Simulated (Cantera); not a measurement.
NO annealing gas

An isothermal, constant-pressure homogeneous reactor starts with 63.7 % NO, 36.3 % N₂, at 1875 K and 0.0266 atm.

Detailed kinetics in Cantera: GRI-Mech 3.0 (53 species, 325 reactions). Radical loss at walls, strong at low pressure, is not modelled.

| t (s) | x NO | x N₂ | x O₂ | x NO₂ | x N₂O |
|---|---|---|---|---|---|
| 0.000600 | 0.637 | 0.363 | 1.19e-8 | 4.14e-8 | 2.88e-6 |
| 0.00170 | 0.637 | 0.363 | 9.59e-8 | 3.13e-7 | 8.02e-6 |
| 0.00482 | 0.637 | 0.363 | 8.03e-7 | 2.11e-6 | 2.18e-5 |
| 0.0136 | 0.637 | 0.363 | 7.99e-6 | 1.06e-5 | 5.46e-5 |
| 0.0387 | 0.636 | 0.363 | 8.78e-5 | 2.67e-5 | 0.000110 |
| 0.110 | 0.635 | 0.364 | 0.000535 | 3.30e-5 | 0.000148 |
| 0.310 | 0.633 | 0.365 | 0.00195 | 3.64e-5 | 0.000149 |
| 0.879 | 0.624 | 0.369 | 0.00602 | 4.46e-5 | 0.000143 |
| 2.49 | 0.601 | 0.381 | 0.0179 | 6.24e-5 | 0.000127 |
| 7.06 | 0.532 | 0.415 | 0.0520 | 9.06e-5 | 9.24e-5 |
| 20.0 | 0.363 | 0.500 | 0.137 | 0.000101 | 3.84e-5 |
x: mole fraction; the columns are a selection and need not sum to one.

Equilibrium at this temperature and pressure: NO 0.00605, N₂ 0.678, O₂ 0.315, NO₂ 2.63e-6, N₂O 5.25e-8 (gas phase only).
